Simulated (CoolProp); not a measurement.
Carbon monoxide along the isobar 389 kPa: density (kg/m³) from the reference equation and from simpler models built on Tc = -140.3 °C, pc = 3498 kPa, ω = 0.050; each cubic takes its own stable root.

Model: reference Helmholtz-energy equation of state, Lemmon 2006, in CoolProp. It is a short technical equation, of lower accuracy than the large ones.

```json
[
 {"T (°C)": "-185.75", "phase": "liquid", "reference": "768.0", "Soave-Redlich-Kwong": "763.6", "Peng-Robinson": "863.5"},
 {"T (°C)": "-176.85", "phase": "gas", "reference": "15.19", "Soave-Redlich-Kwong": "15.14", "Peng-Robinson": "15.23"},
 {"T (°C)": "-167.95", "phase": "gas", "reference": "13.51", "Soave-Redlich-Kwong": "13.51", "Peng-Robinson": "13.59"},
 {"T (°C)": "-159.05", "phase": "gas", "reference": "12.23", "Soave-Redlich-Kwong": "12.24", "Peng-Robinson": "12.30"},
 {"T (°C)": "-150.15", "phase": "gas", "reference": "11.19", "Soave-Redlich-Kwong": "11.20", "Peng-Robinson": "11.26"},
 {"T (°C)": "-141.25", "phase": "gas", "reference": "10.34", "Soave-Redlich-Kwong": "10.35", "Peng-Robinson": "10.39"},
 {"T (°C)": "-132.35", "phase": "gas", "reference": "9.614", "Soave-Redlich-Kwong": "9.619", "Peng-Robinson": "9.659"},
 {"T (°C)": "-123.35", "phase": "gas", "reference": "8.985", "Soave-Redlich-Kwong": "8.988", "Peng-Robinson": "9.022"},
 {"T (°C)": "-114.45", "phase": "gas", "reference": "8.443", "Soave-Redlich-Kwong": "8.444", "Peng-Robinson": "8.474"},
 {"T (°C)": "-105.55", "phase": "gas", "reference": "7.966", "Soave-Redlich-Kwong": "7.965", "Peng-Robinson": "7.992"},
 {"T (°C)": "-96.65", "phase": "gas", "reference": "7.542", "Soave-Redlich-Kwong": "7.540", "Peng-Robinson": "7.564"},
 {"T (°C)": "-87.75", "phase": "gas", "reference": "7.163", "Soave-Redlich-Kwong": "7.160", "Peng-Robinson": "7.182"},
 {"T (°C)": "-78.85", "phase": "gas", "reference": "6.821", "Soave-Redlich-Kwong": "6.818", "Peng-Robinson": "6.837"},
 {"T (°C)": "-69.95", "phase": "gas", "reference": "6.511", "Soave-Redlich-Kwong": "6.507", "Peng-Robinson": "6.525"},
 {"T (°C)": "-61.05", "phase": "gas", "reference": "6.229", "Soave-Redlich-Kwong": "6.225", "Peng-Robinson": "6.241"}
]
```
